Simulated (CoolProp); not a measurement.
Vapour-liquid equilibrium of ethylene (1) + carbon dioxide (2) at 2.62 MPa; x and y are mole fractions of (1).

Values from CoolProp's multi-fluid Helmholtz-energy mixture model, Smukala 2000 and Span 1996; pair parameters Bell 2016.

**Question.** Give the bubble temperature and the first vapour's composition at x = 0.15, 0.55, 0.85. Is there an azeotrope?

**Answer.** x = 0.15: 258.2 K, y = 0.215; x = 0.55: 253.4 K, y = 0.574; x = 0.85: 253.4 K, y = 0.839. y crosses x between x = 0.65 and 0.75: the model has an azeotrope there.

Pair parameters are fitted to limited data, so mixtures are less certain than the pure fluids.
